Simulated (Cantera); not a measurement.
Input (Python, Cantera) and output of one run.

```python
import numpy as np
import cantera as ct

gas_names = [...]  # 47 gases of nasa_gas.yaml made of Cl, H, N, O, Si
cond_names = """
    H2O(s) H2O(L) NH4CL(a) NH4CL(b) Si(cr) Si(L) SiO2(Lqz) SiO2(hqz) SiO2(L) Si2N2O(s) Si3N4(a)
""".split()


# ... load() reads the species with a 1 bar reference pressure and builds the phases ...
atoms = {
    'SiH2Cl2': {'Si': 1, 'H': 2, 'CL': 2},
    'N2O': {'N': 2, 'O': 1},
    'H2': {'H': 2},
}
top_T = {'Si2N2O(s)': 2100, 'Si3N4(a)': 2400}  # K; cautious upper limits of use, not melting points


# ... equilibrate(T, P, feed) seeds the gas with the atoms and calls Mixture.equilibrate('TP', solver="vcs", rtol=1e-11, max_steps=5000) ...
results = []
feed = {'SiH2Cl2': 1, 'N2O': 8.3, 'H2': 0.28}  # mol
P = 13332.2  # Pa
for T in [1175, 1250, 1325, 1400, 1475, 1550, 1625, 1700, 1775, 1850, 1925]:
    mix = equilibrate(T, P, feed)
    results.append((T, P, feed, dict(zip(mix.species_names, mix.species_moles))))

top = {s: max(r[3][s] / sum(r[3][g] for g in gas_names) for r in results) for s in gas_names}
cols = sorted((s for s in top if top[s] > 0.0001), key=lambda s: -top[s])[:9]
seen = [c for c in cond_names if any(r[3].get(c, 0) > 1e-12 for r in results)]
print("log10 of partial pressures in bar; condensed amounts in mol")
print(f"{'T/K':>10s}" + "".join(f"{s[:9]:>10s}" for s in cols + seen))
for T, P, feed, n in results:
    ng = sum(n[g] for g in gas_names)
    print(f"{T:10.4g}" + "".join(f"{np.log10(max(n[s] / ng * P / 1e5, 1e-99)):10.3f}" for s in cols)
          + "".join(f"{n.get(c, 0):10.4g}" for c in seen))
```

Result:

```
log10 of partial pressures in bar; condensed amounts in mol
       T/K        N2        O2       HCL       H2O        CL       CL2        NO        OH         O SiO2(hqz)   SiO2(L)
      1175    -1.087    -1.538    -1.773    -2.379    -3.875    -2.868    -4.716    -6.579    -8.605         1         0
      1250    -1.088    -1.537    -1.761    -2.405    -3.596    -2.977    -4.471    -6.158    -7.928         1         0
      1325    -1.088    -1.537    -1.755    -2.421    -3.355    -3.088    -4.255    -5.781    -7.328         1         0
      1400    -1.089    -1.537    -1.753    -2.428    -3.148    -3.203    -4.062    -5.441    -6.793         1         0
      1475    -1.090    -1.538    -1.755    -2.425    -2.970    -3.324    -3.890    -5.131    -6.311         1         0
      1550    -1.090    -1.540    -1.761    -2.414    -2.817    -3.451    -3.734    -4.846    -5.877         1         0
      1625    -1.091    -1.543    -1.770    -2.396    -2.687    -3.583    -3.594    -4.585    -5.482         1         0
      1700    -1.092    -1.546    -1.783    -2.373    -2.575    -3.718    -3.466    -4.343    -5.123         0         1
      1775    -1.093    -1.550    -1.799    -2.347    -2.480    -3.855    -3.349    -4.120    -4.794         0         1
      1850    -1.094    -1.554    -1.817    -2.321    -2.397    -3.992    -3.243    -3.913    -4.492         0         1
      1925    -1.095    -1.559    -1.837    -2.295    -2.325    -4.127    -3.145    -3.722    -4.214         0         1
```

These are equilibrium values from Cantera (NASA tables, ideal gas, pure condensed phases), not measurements of a reactor. The tables hold silica as quartz up to 1696 K and as liquid above; real silica turns to tridymite and cristobalite and melts near 1996 K.
